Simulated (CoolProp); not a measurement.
C3F8 (R218) along the isotherm 204.8 K: Z from the reference equation and from simpler models built on Tc = 345.0 K, pc = 26.40 bar, ω = 0.317; each cubic takes its own stable root.

Computed with CoolProp (reference Helmholtz-energy equation of state, Lemmon 2006). It is a short technical equation, of lower accuracy than the large ones.

```
p (bar)   phase  reference  van der Waals  Soave-Redlich-Kwong
-------  ------  ---------  -------------  -------------------
4.4      liquid    0.02807        0.04525                    ?
8.8      liquid    0.05610        0.09014              0.05911
13.2     liquid          ?         0.1347              0.08855
17.6     liquid     0.1120         0.1790               0.1179
22       liquid          ?         0.2229               0.1472
26.4     liquid     0.1678         0.2666               0.1765
30.8     liquid     0.1956         0.3101               0.2056
35.2     liquid     0.2234         0.3533               0.2347
39.6     liquid     0.2511         0.3963               0.2638
44       liquid     0.2788         0.4390               0.2927
48.4     liquid     0.3065         0.4816               0.3217
52.8     liquid     0.3341              ?               0.3505
57.2     liquid     0.3617         0.5662               0.3793
61.6     liquid     0.3892         0.6083               0.4081
66       liquid     0.4167         0.6502                    ?
```

**Question.** Complete the blanks.

**Answer.** 
- 4.4, Soave-Redlich-Kwong: 0.02959
- 13.2, reference: 0.08408
- 22, reference: 0.1399
- 52.8, van der Waals: 0.5240
- 66, Soave-Redlich-Kwong: 0.4368
